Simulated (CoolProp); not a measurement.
Vapour-liquid equilibrium of CHF3 (R23) (1) + R125 (2) at -14.55 °C; x and y are mole fractions of (1).

The numbers come from the multi-fluid Helmholtz-energy mixture model, Penoncello 2003 and Lemmon 2005; pair parameters Bell 2016 in CoolProp.

```tsv
x	bubble pressure, mixture model (kPa)	bubble pressure, Raoult's law (kPa)	y, mixture model	y, Raoult's law
0.05	463.2	473.4	0.142	0.174
0.15	571.3	597.1	0.358	0.414
0.25	684.7	720.8	0.512	0.572
0.35	802.2	844.6	0.626	0.683
0.45	922.9	968.3	0.715	0.766
0.55	1046	1092	0.786	0.830
0.65	1173	1216	0.845	0.882
0.75	1302	1339	0.895	0.923
0.85	1436	1463	0.940	0.958
0.95	1576	1587	0.981	0.987
```

The largest gap from Raoult's law is -5.0 % in bubble pressure, at x = 0.35. No azeotrope shows between x = 0.05 and 0.95.

The pair parameters rest on a limited set of measurements; away from them the model extrapolates.
